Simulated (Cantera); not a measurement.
Feed: 1 mol Si3N4, 0.016 mol C, 0.059 mol H2, equilibrated at 1573 K and 1.00 mbar.

These are equilibrium values from Cantera (NASA tables, ideal gas, pure condensed phases), not measurements of a reactor. Candidate condensed phases: C, C6H6, C7H8, C8H18, Si, SiC, Si3N4; 105 gas species. Mutual solubility and eutectic melting of coexisting phases are not modelled. Kinetics and transport are ignored.

Base state: H2 0.813, N2 0.186, H 0.00116, Si 5.50e-5 (mole fractions); condensed: Si(s) + SiC(s) + Si3N4(s).

### Question
What changes in the equilibrium state with this change: temperature from 1573 K to 2723 K?

### Answer
```csv
species,before,after
Si,5.50e-5,0.583
N2,0.186,0.390
H,0.00116,0.0227
H2,0.813,0.000135
SiC2,<1e-9,0.000850
CN,<1e-9,0.000623
C,<1e-9,0.000155
SiC,<1e-9,4.21e-5
"Si(s), mol",0.00427,0
"SiC(s), mol",0.0160,0
"Si3N4(s), mol",0.993,0
```
The tables' values for SiN are old estimates; treat these amounts as uncertain.

### Question
What changes in the equilibrium state with this change: temperature from 1573 K to 1725 K?

### Answer
```json
[
 {"species": "N2", "before": "0.186", "after": "0.970"},
 {"species": "H2", "before": "0.813", "after": "0.0281"},
 {"species": "Si", "before": "5.50e-5", "after": "0.00102"},
 {"species": "Si2N", "before": "1.17e-6", "after": "3.09e-5"},
 {"species": "SiN", "before": "7.17e-7", "after": "1.76e-5"},
 {"species": "Si(s), mol", "before": "0.00427", "after": "0"},
 {"species": "SiC(s), mol", "before": "0.0160", "after": "0.0160"},
 {"species": "Si3N4(s), mol", "before": "0.993", "after": "0"},
 {"species": "Si(l), mol", "before": "0", "after": "2.98"}
]
```
The tables' values for SiN are old estimates; treat these amounts as uncertain.
